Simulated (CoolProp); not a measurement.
Properties of decamethylcyclopentasiloxane (D5) along the isotherm 620 K.

The numbers come from the reference Helmholtz-energy equation of state, Thol 2019 in CoolProp.

```
p (MPa)  phase  cp (kJ/(kg K))  cv (kJ/(kg K))
-------  -----  --------------  --------------
0.0359     gas           1.955           1.931
0.0718     gas           1.958           1.932
0.108      gas           1.961           1.933
0.144      gas               …           1.934
0.18       gas               …           1.936
0.216      gas           1.971               …
0.251      gas           1.975           1.938
0.287      gas               …           1.939
0.323      gas               …           1.941
0.359      gas           1.988           1.942
0.395      gas           1.994               …
0.431      gas               …           1.945
0.467      gas           2.006           1.947
0.503      gas           2.013           1.949
0.539      gas           2.021           1.950
```

### Question
What belongs in the gaps?

### Answer

- 0.144, cp (kJ/(kg K)): 1.964
- 0.18, cp (kJ/(kg K)): 1.967
- 0.216, cv (kJ/(kg K)): 1.937
- 0.287, cp (kJ/(kg K)): 1.979
- 0.323, cp (kJ/(kg K)): 1.983
- 0.395, cv (kJ/(kg K)): 1.944
- 0.431, cp (kJ/(kg K)): 2.000
